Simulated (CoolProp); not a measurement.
Vapour-liquid equilibrium of toluene (1) + p-xylene (2) at 318 kPa; x and y are mole fractions of (1).

Values from CoolProp's multi-fluid Helmholtz-energy mixture model, Lemmon 2006 and Zhou 2012; pair parameters Bell 2016.

```tsv
x	bubble temperature (K)	y at the bubble point	dew temperature at overall composition x (K)	liquid density (mol/L)
0.05	458.1	0.084	___	6.673
0.15	___	0.237	456.5	6.798
0.25	450.7	0.372	454.0	___
0.35	447.3	0.491	451.3	___
0.45	444.1	0.596	448.5	7.180
0.55	441.1	0.689	445.5	7.310
0.65	438.3	0.771	442.4	___
0.75	435.6	0.845	439.0	___
0.85	433.1	0.911	435.4	7.711
0.95	430.7	___	431.6	7.849
```

Q: What belongs in the gaps?

A: 
- 0.05, dew temperature at overall composition x (K): 458.9
- 0.15, bubble temperature (K): 454.3
- 0.25, liquid density (mol/L): 6.925
- 0.35, liquid density (mol/L): 7.052
- 0.65, liquid density (mol/L): 7.442
- 0.75, liquid density (mol/L): 7.575
- 0.95, y at the bubble point: 0.972

No azeotrope shows between x = 0.05 and 0.95.

The pair parameters rest on a limited set of measurements; away from them the model extrapolates.
